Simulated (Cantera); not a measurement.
Charge: 1 mol CS2, 0.094 mol H2O, at 852 °C.

Method: chemical equilibrium by Gibbs-energy minimisation in Cantera with the NASA 1993 tables (ideal gas, pure condensed phases). Candidate condensed phases: C, C6H6, C7H8, C8H18, H2O, H2SO4, S; 123 gas species. The ideal-gas law is rough above about 30 bar. Gases not in the tables: S3 to S7. Rates play no part.

Task: What share of the C ends up in condensed phases as a function of P (Pa), at 10, 200, 3900, 77000, 1500000, 30000000?

Result: 
```json
[
 {"P (Pa)": "10", "C condensed (%)": "3.9", "as": "C(graphite)"},
 {"P (Pa)": "200", "C condensed (%)": "5.1", "as": "C(graphite)"},
 {"P (Pa)": "3900", "C condensed (%)": "6.7", "as": "C(graphite)"},
 {"P (Pa)": "77000", "C condensed (%)": "8.3", "as": "C(graphite)"},
 {"P (Pa)": "1500000", "C condensed (%)": "10.0", "as": "C(graphite)"},
 {"P (Pa)": "30000000", "C condensed (%)": "72.6", "as": "C(graphite)"}
]
```
